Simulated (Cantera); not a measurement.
A closed system holds: 1 mol SiH4, 720 mol H2, equilibrated at 873 K and 2.18 Torr.

Method: chemical equilibrium by Gibbs-energy minimisation in Cantera with the NASA 1993 tables (ideal gas, pure condensed phases). Candidate condensed phases: Si; 9 gas species. Equilibrium is a limit: real reactors are often held back by kinetics, nucleation or transport.

**Question.** What is the equilibrium state?

**Answer.** 
- x(H2) = 1.00
- n(Si(s)) = 1.000 mol
- gas amount = 722.0 mol
